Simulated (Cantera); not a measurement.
# Catalytic stagnation flow on Pt

A jet of H2 : O2 : N2 = 0.011 : 0.08 : 0.79 (molar parts), equivalence ratio 0.069 at 300 K and 0.0380 bar hits a platinum plate 9.2 cm away at a mass flux of 0.04 kg/m²/s; the plate temperature is set and raised in steps from an oxygen-covered start.

Model: Deutschmann's 1995 Pt surface mechanism with GRI-Mech 3.0 gas chemistry, integrated in Cantera. Catalytic surfaces can have several steady states; this one follows from the mechanism file's or the stated starting coverage.

```csv
plate T (K),wall x H2,wall x O2,wall x H2O,wall x OH,θ free Pt,θ O*,θ OH*
700,0.00173,0.0793,0.0207,<1e-8,0.0574,0.941,0.00130
750,0.00125,0.0788,0.0215,<1e-8,0.0862,0.913,0.00115
800,0.000862,0.0784,0.0221,<1e-8,0.134,0.865,0.00106
850,0.000626,0.0782,0.0224,1.34e-8,0.194,0.805,0.000965
900,0.000484,0.0781,0.0226,4.19e-8,0.262,0.737,0.000858
950,0.000395,0.0781,0.0226,1.16e-7,0.333,0.666,0.000751
1000,0.000336,0.0780,0.0227,2.87e-7,0.405,0.595,0.000651
```
x: mole fraction at the wall; θ: surface coverage.
